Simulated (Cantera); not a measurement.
Charge: 1 mol HMDSO, 4.3 mol NO, 4.7 mol H₂O, at 0.00280 bar.

Cantera equilibrium calculation (NASA polynomials, part measured and part estimated; ideal gas, pure solids and liquids). Candidate condensed phases: C, C₆H₆, C₇H₈, C₈H₁₈, H₂O, Si, SiC, SiO₂, Si₂N₂O, Si₃N₄; 151 gas species. The feed counts by its element totals alone. The numbers say what is thermodynamically allowed, not how fast it happens.

Task: At 700 °C, list the 5 most abundant gas species with their mole fractions, and the condensed phases.

Result: H₂ 0.627, CO 0.274, N₂ 0.0985, H₂O 0.000299, CO₂ 0.000211. Condensed: C(graphite) + SiO₂(β-quartz).
